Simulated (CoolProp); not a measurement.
The fluid at 274.5 K and 3.17 MPa is throttled through a valve to 2.1 MPa with no heat exchange. The same conditions are run with several fluids, on thermodynamics alone (safety and materials aside).

The numbers come from the reference Helmholtz-energy equation of state of each fluid (ethylene: Smukala 2000; CF4 (R14): Platzer 1990; fluorine: de Reuck 1990; nitrogen: Span 2000; oxygen: Schmidt 1985) in CoolProp. The equations of Platzer and Polt are older, rougher fits.

Q: Rank ethylene, CF4 (R14), fluorine, nitrogen, oxygen by temperature change (K), highest first.

A: fluorine (-2.3), nitrogen (-2.5), oxygen (-3.2), CF4 (R14) (-7.6), ethylene (-16.6)

| fluid | final density (kg/m³) |
|---|---|
| ethylene | 35.5 |
| CF4 (R14) | 94.5 |
| fluorine | 35.8 |
| nitrogen | 26.2 |
| oxygen | 30.4 |
